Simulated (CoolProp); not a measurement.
Nitrogen along the isotherm 108.8 K: density (kg/m³) from the reference equation and from simpler models built on Tc = 126.2 K, pc = 3396 kPa, ω = 0.037; each cubic takes its own stable root.

Values from CoolProp's reference Helmholtz-energy equation of state, Span 2000.

```tsv
p (kPa)	phase	reference	van der Waals	Redlich-Kwong	Soave-Redlich-Kwong	Peng-Robinson
3770	liquid	653.3	460.5	627.1	627.9	708.3
7550	liquid	678.9	494.4	665.5	666.1	748.9
11300	liquid	698.2	515.8	693.0	693.4	778.1
15100	liquid	714.3	531.9	714.8	715.2	801.4
18900	liquid	728.2	544.6	732.9	733.2	820.6
22600	liquid	740.1	554.9	747.9	748.2	836.6
26400	liquid	751.0	563.9	761.3	761.6	850.8
30200	liquid	761.0	571.7	773.1	773.4	863.4
34000	liquid	770.2	578.6	783.7	783.9	874.7
```
